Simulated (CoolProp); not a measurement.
The fluid at 395.88 K and 0.447 MPa expands adiabatically to 0.0828 MPa with isentropic efficiency 0.85. The same conditions are run with several fluids, on thermodynamics alone (safety and materials aside).

The numbers come from the reference Helmholtz-energy equation of state of each fluid (R113: Marx 1992; R407C: Lemmon 2003; R125: Lemmon 2005; R143a: Lemmon and Jacobsen 2000; R1233zd(E): Akasaka 2022) in CoolProp. Blends and air are pseudo-pure fits.

```
fluid       work (kJ/kg)  final temperature (K)  final density (kg/m³)
----------  ------------  ---------------------  ---------------------
R113                22.5                  358.7                   5.32
R407C               49.3                  340.2                   2.54
R125                36.3                  353.5                   3.40
R143a               51.0                  345.5                   2.44
R1233zd(E)          32.6                  354.5                   3.73
```
